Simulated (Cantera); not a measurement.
Cu₂O + CH₄ + CO (carbothermic reduction)

Charge: 1 mol Cu₂O, 4.7 mol CH₄, 0.04 mol CO, equilibrated at 0.0133 bar.

Cantera equilibrium calculation (NASA polynomials, part measured and part estimated; ideal gas, pure solids and liquids). Candidate condensed phases: C, C₆H₆, C₇H₈, C₈H₁₈, Cu, CuO, Cu(OH)₂, Cu₂O, H₂O; 113 gas species. Kinetics and transport are ignored.

From 848 K to 1348 K the condensed part is C(graphite) + Cu(s). From 1448 K to 1848 K the condensed part is C(graphite) + Cu(l). From 1948 K to 2148 K the condensed part is C(graphite).

```tsv
T (K)	log p H₂	log p Cu	log p CO	log p H	log p H₂O	log p CH₄	log p CO₂	log p C₂H₂ (acetylene)	n C(graphite)	n Cu(s)	n Cu(l)
848	-1.92	<-13	-2.93	-11.68	-3.98	-4.04	-4.50	-12.98	3.73	2.00	0
948	-1.92	-11.76	-2.88	-10.24	-4.82	-4.61	-5.52	-11.51	3.69	2.00	0
1048	-1.92	-10.01	-2.88	-9.07	-5.53	-5.08	-6.41	-10.33	3.70	2.00	0
1148	-1.92	-8.57	-2.88	-8.11	-6.12	-5.47	-7.14	-9.35	3.70	2.00	0
1248	-1.92	-7.36	-2.88	-7.29	-6.61	-5.79	-7.76	-8.53	3.70	2.00	0
1348	-1.92	-6.33	-2.88	-6.60	-7.03	-6.08	-8.28	-7.84	3.70	2.00	0
1448	-1.92	-5.48	-2.88	-6.00	-7.39	-6.32	-8.72	-7.24	3.70	0	2.00
1548	-1.92	-4.75	-2.88	-5.47	-7.71	-6.53	-9.11	-6.73	3.70	0	1.99
1648	-1.92	-4.10	-2.88	-5.01	-7.99	-6.72	-9.45	-6.27	3.70	0	1.94
1748	-1.93	-3.54	-2.89	-4.61	-8.25	-6.90	-9.76	-5.88	3.70	0	1.77
1848	-1.95	-3.03	-2.91	-4.25	-8.51	-7.09	-10.07	-5.54	3.70	0	1.21
1948	-2.00	-2.67	-2.95	-3.95	-8.79	-7.31	-10.39	-5.27	3.69	0	0
2048	-2.01	-2.67	-2.96	-3.65	-8.97	-7.44	-10.60	-4.99	3.68	0	0
2148	-2.01	-2.68	-2.96	-3.39	-9.14	-7.56	-10.80	-4.73	3.66	0	0
```
log p: log10 of the partial pressure in bar; n: condensed amount in mol.
